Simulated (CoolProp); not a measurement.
Vapour-liquid equilibrium of dimethyl ether (1) + methanol (2) at 56.25 °C; x and y are mole fractions of (1).

Values from CoolProp's multi-fluid Helmholtz-energy mixture model, Wu 2011 and de Reuck 1993; pair parameters Bell 2016.

| x | bubble pressure, mixture model (kPa) | bubble pressure, Raoult's law (kPa) | y, mixture model | y, Raoult's law |
|---|---|---|---|---|
| 0.05 | ___ | 135.4 | ___ | 0.490 |
| 0.15 | ___ | 260.9 | 0.828 | 0.763 |
| 0.25 | ___ | 386.4 | 0.884 | 0.859 |
| 0.35 | 694.2 | 511.9 | 0.910 | 0.908 |
| 0.45 | 799.6 | 637.4 | ___ | 0.937 |
| 0.55 | 888.9 | 762.9 | ___ | 0.957 |
| 0.65 | ___ | 888.4 | 0.949 | 0.971 |
| 0.75 | ___ | 1014 | 0.960 | 0.982 |
| 0.85 | 1151 | 1139 | 0.973 | 0.990 |
| 0.95 | 1263 | 1265 | 0.990 | 0.997 |

Task: Some entries are withheld; supply them.

Result: 
- 0.05, bubble pressure, mixture model (kPa): 191.3
- 0.05, y, mixture model: 0.628
- 0.15, bubble pressure, mixture model (kPa): 397.6
- 0.25, bubble pressure, mixture model (kPa): 563.1
- 0.45, y, mixture model: 0.926
- 0.55, y, mixture model: 0.938
- 0.65, bubble pressure, mixture model (kPa): 971.6
- 0.75, bubble pressure, mixture model (kPa): 1056

The largest gap from Raoult's law is +52.4 % in bubble pressure, at x = 0.15. No azeotrope shows between x = 0.05 and 0.95.

Pair parameters are fitted to limited data, so mixtures are less certain than the pure fluids. With so large a gap from Raoult's law the liquid may split in two, which this calculation doesn't test in full.
